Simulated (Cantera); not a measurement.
Charge: 1 mol B2H6, 9.4 mol H2O, 0.2 mol H2, at 0.133 bar.

Cantera equilibrium calculation (NASA polynomials, part measured and part estimated; ideal gas, pure solids and liquids). Candidate condensed phases: B, B2O3, B3O3H3, H2O; 23 gas species. The feed counts by its element totals alone. Equilibrium is a limit: real reactors are often held back by kinetics, nucleation or transport.

log p: log10 of the partial pressure in bar; nothing condenses.

| T (K) | log p H2 | log p H2O | log p HBO2 | log p H | log p B2O3 | log p OH |
|---|---|---|---|---|---|---|
| 1950 | -1.22 | -1.27 | -1.74 | -3.55 | -3.22 | -4.64 |
| 2000 | -1.22 | -1.27 | -1.74 | -3.40 | -3.19 | -4.45 |
| 2050 | -1.22 | -1.27 | -1.74 | -3.25 | -3.17 | -4.27 |
| 2100 | -1.22 | -1.27 | -1.75 | -3.12 | -3.14 | -4.09 |
| 2150 | -1.22 | -1.27 | -1.75 | ? | -3.12 | ? |
| 2200 | -1.22 | -1.27 | -1.76 | -2.86 | -3.10 | -3.76 |
| 2250 | -1.23 | -1.27 | -1.76 | -2.74 | -3.08 | -3.61 |
| 2300 | -1.23 | -1.27 | -1.77 | -2.63 | -3.06 | -3.47 |
| 2350 | -1.23 | -1.28 | -1.77 | ? | -3.04 | ? |
| 2400 | -1.24 | -1.28 | -1.78 | -2.42 | -3.03 | -3.19 |

Q: Complete the blanks.

A: 
- 2350, log p H: -2.52
- 2350, log p OH: -3.33
- 2150, log p H: -2.99
- 2150, log p OH: -3.92
